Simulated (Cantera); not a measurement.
**Premixed flame**

A freely propagating, adiabatic, planar premixed flame of CH4 : O2 : N2 : H2O = 1 : 2 : 7.52 : 0.4 (molar parts), equivalence ratio 1.0, unburnt at 375 K and 0.132 atm; unity-Lewis-number transport, grid criteria slope 0.08 and curve 0.16, no radiation.

Cantera simulation using GRI-Mech 3.0 (53 species, 325 reactions); the numbers are that mechanism's predictions, not measurements. Unity Lewis numbers drop preferential diffusion, which matters most where H2 and H carry the flame. Burning velocities carry a grid error of a few per cent, more on coarse grids.

| z (mm) | T (K) | u (m/s) | x CH4 | x O2 | x H2O | x C2H2 | x H | x C2H4 |
|---|---|---|---|---|---|---|---|---|
| -8.88 | 375 | 0.519 | 0.0916 | 0.183 | 0.0366 | <1e-8 | <1e-8 | 3.29e-8 |
| -5.92 | 376 | 0.521 | 0.0915 | 0.183 | 0.0368 | 5.48e-8 | <1e-8 | 4.12e-7 |
| -4.44 | 383 | 0.530 | 0.0911 | 0.182 | 0.0373 | 2.89e-7 | <1e-8 | 2.17e-6 |
| -2.96 | 438 | 0.607 | 0.0876 | 0.177 | 0.0424 | 2.36e-6 | <1e-8 | 1.77e-5 |
| -1.48 | 816 | 1.14 | 0.0621 | 0.140 | 0.0797 | 1.76e-5 | 2.72e-5 | 0.000129 |
| -0.740 | 1215 | 1.73 | 0.0325 | 0.0966 | 0.123 | 3.66e-5 | 0.000582 | 0.000235 |
| 0 | 1600 | 2.31 | 0.00532 | 0.0489 | 0.167 | 4.76e-5 | 0.00625 | 0.000114 |
| 0.740 | 1713 | 2.48 | 0.000160 | 0.0291 | 0.180 | 3.96e-6 | 0.0138 | 2.56e-6 |
| 1.48 | 1739 | 2.52 | 2.61e-6 | 0.0249 | 0.179 | 6.77e-8 | 0.0160 | 2.04e-8 |
| 2.96 | 1773 | 2.56 | <1e-8 | 0.0227 | 0.179 | <1e-8 | 0.0158 | <1e-8 |
| 5.92 | 1822 | 2.62 | <1e-8 | 0.0209 | 0.182 | <1e-8 | 0.0133 | <1e-8 |
| 11.8 | 1886 | 2.70 | <1e-8 | 0.0188 | 0.187 | <1e-8 | 0.00981 | <1e-8 |
| 23.7 | 1960 | 2.79 | <1e-8 | 0.0162 | 0.193 | <1e-8 | 0.00642 | <1e-8 |
x: mole fraction of selected species; z is measured from the peak of heat release.

The laminar burning velocity is 51.9 cm/s and the thermal thickness is 2.96 mm. The peak x(C2H2) is 5.29e-5 and the peak x(H) comes out as 0.0162. The peak x(C2H4) is 0.000246 and the grid points is 148.
